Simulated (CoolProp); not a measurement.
Computed with CoolProp (reference Helmholtz-energy equation of state, Bücker 2006).

### Question
Give the vapour pressure (MPa), liquid cp (kJ/(kg K)), liquid conductivity (mW/(m K)) of saturated n-butane at 304.7, 377.8 K.

### Answer
```
T (K)  p (MPa)  liquid cp (kJ/(kg K))  liquid conductivity (mW/(m K))
-----  -------  ---------------------  ------------------------------
304.7    0.297                   2.48                             102
377.8     1.67                   3.18                            76.9
```

Thermal conductivity comes from a separate model (Perkins 2002).
